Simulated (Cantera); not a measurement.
## Hydrocarbon pyrolysis for carbon deposition

An isothermal, constant-pressure homogeneous reactor starts with C₃H₈ : H₂ = 1 : 5.2 (molar parts), at 1098 K and 1.01 bar.

Model: GRI-Mech 3.0 (53 species, 325 reactions), integrated in Cantera. GRI-Mech 3.0 was tuned for natural gas; its chemistry of propane as a main component is partial and can be far from experiment. GRI-Mech 3.0 stops at C3 and has no aromatics, soot or wall deposition, so with more carbon than oxygen in the feed, carbon stays in small species such as C2H2 where larger ones or solid carbon would form.

```tsv
t (s)	x C₃H₈	x H₂	x CH₄	x C₂H₄	x C₂H₆
0.000300	0.161	0.838	0.000514	0.000526	8.98e-6
0.000798	0.159	0.837	0.00232	0.00235	3.64e-5
0.00212	0.153	0.832	0.00733	0.00739	0.000127
0.00565	0.138	0.822	0.0197	0.0197	0.000447
0.0150	0.107	0.799	0.0466	0.0458	0.00173
0.0399	0.0567	0.762	0.0903	0.0845	0.00666
0.106	0.0151	0.728	0.129	0.109	0.0187
0.283	0.00151	0.712	0.146	0.107	0.0324
0.752	8.11e-5	0.705	0.156	0.0989	0.0390
2.00	7.60e-5	0.694	0.175	0.0923	0.0367
```
x: mole fraction; the columns are a selection and need not sum to one.

Equilibrium at this temperature and pressure: C₃H₈ 2.10e-7, H₂ 0.517, CH₄ 0.482, C₂H₄ 0.000577, C₂H₆ 0.000174 (gas phase only).
